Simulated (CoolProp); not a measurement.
Ammonia along the isobar 476 bar: fugacity coefficient from the reference equation and from simpler models built on Tc = 405.6 K, pc = 113.6 bar, ω = 0.256; each cubic takes its own stable root.

Computed with CoolProp (reference Helmholtz-energy equation of state, Gao 2020).

```csv
T (K),phase,reference,van der Waals,Soave-Redlich-Kwong
293.2,liquid,0.02745,0.1195,0.03237
323,liquid,0.05894,0.1680,0.07015
352.8,liquid,0.1071,0.2219,0.1279
382.7,liquid,0.1719,0.2795,0.2049
412.5,supercritical,0.2499,0.3386,0.2959
442.3,supercritical,0.3364,0.3979,0.3943
472.1,supercritical,0.4255,0.4559,0.4925
501.9,supercritical,0.5114,0.5115,0.5844
```
